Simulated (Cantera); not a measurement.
# AlCl3 + N2O + N2 (aluminium nitride and oxide growth)

A closed system holds: 1 mol AlCl3, 3.6 mol N2O, 3.3 mol N2, held at 0.590 bar.

Equilibrium computed with Cantera from the NASA thermochemical tables; the gas is ideal and each condensed phase is pure. Candidate condensed phases: Al, AlCl3, AlN, Al2O3; 24 gas species. Condensed phases not in the tables: AlOCl. Rates play no part.

```json
[
 {"T (K)": "873", "x N2": "0.730", "x Cl2": "0.159", "x O2": "0.111", "x Cl": "2.30e-5", "x NO": "4.43e-6", "x AlCl3": "1.02e-10", "n Al2O3(s)": "0.500"},
 {"T (K)": "973", "x N2": "0.730", "x Cl2": "0.159", "x O2": "0.111", "x Cl": "0.000133", "x NO": "1.61e-5", "x AlCl3": "3.47e-9", "n Al2O3(s)": "0.500"},
 {"T (K)": "1073", "x N2": "0.730", "x Cl2": "0.158", "x O2": "0.111", "x Cl": "0.000557", "x NO": "4.63e-5", "x AlCl3": "6.05e-8", "n Al2O3(s)": "0.500"},
 {"T (K)": "1173", "x N2": "0.729", "x Cl2": "0.158", "x O2": "0.111", "x Cl": "0.00183", "x NO": "0.000111", "x AlCl3": "6.38e-7", "n Al2O3(s)": "0.500"},
 {"T (K)": "1273", "x N2": "0.728", "x Cl2": "0.156", "x O2": "0.111", "x Cl": "0.00499", "x NO": "0.000231", "x AlCl3": "4.56e-6", "n Al2O3(s)": "0.500"},
 {"T (K)": "1373", "x N2": "0.726", "x Cl2": "0.152", "x O2": "0.110", "x Cl": "0.0117", "x NO": "0.000432", "x AlCl3": "2.37e-5", "n Al2O3(s)": "0.500"},
 {"T (K)": "1473", "x N2": "0.721", "x Cl2": "0.145", "x O2": "0.109", "x Cl": "0.0240", "x NO": "0.000738", "x AlCl3": "9.45e-5", "n Al2O3(s)": "0.500"},
 {"T (K)": "1573", "x N2": "0.713", "x Cl2": "0.133", "x O2": "0.108", "x Cl": "0.0443", "x NO": "0.00117", "x AlCl3": "0.000294", "n Al2O3(s)": "0.499"},
 {"T (K)": "1673", "x N2": "0.702", "x Cl2": "0.115", "x O2": "0.106", "x Cl": "0.0734", "x NO": "0.00176", "x AlCl3": "0.000724", "n Al2O3(s)": "0.496"}
]
```
x: gas mole fraction; n: condensed amount in mol.

From 873 K to 1673 K the condensed part is Al2O3(s).
